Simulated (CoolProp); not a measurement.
Saturation properties of R124.

Computed with CoolProp (reference Helmholtz-energy equation of state, de Vries 1995).

```csv
T (°C),p (MPa),enthalpy of vaporisation (kJ/kg),liquid cp (kJ/(kg K)),vapour Z,liquid viscosity (µPa s),liquid conductivity (mW/(m K))
-5.25,0.1331,162.6,1.074,0.9478,363,79.9
-2.75,0.1468,161.4,1.078,0.9441,351,79.1
-0.25,0.1615,160.1,1.082,0.9402,340,78.2
2.15,0.1767,158.9,1.087,0.9364,330,77.4
4.65,0.1936,157.7,1.092,0.9322,320,76.5
7.15,0.2118,156.4,1.096,0.9279,310,75.7
9.65,0.2313,155.1,1.101,0.9234,300,74.9
12.15,0.2521,153.7,1.106,0.9187,291,74.0
14.65,0.2744,152.4,1.111,0.9138,282,73.2
17.05,0.2971,151.1,1.117,0.9089,274,72.4
19.55,0.3222,149.7,1.122,0.9037,266,71.6
22.05,0.3490,148.3,1.128,0.8982,258,70.8
24.55,0.3774,146.8,1.134,0.8926,250,69.9
```

It boils at -12.0 °C under 1 atm.

Viscosity comes from a separate model (Bell 2016), an estimate that may be off by 10 % or more. Thermal conductivity comes from a separate model (Huber 2003), an estimate that may be off by 10 % or more.
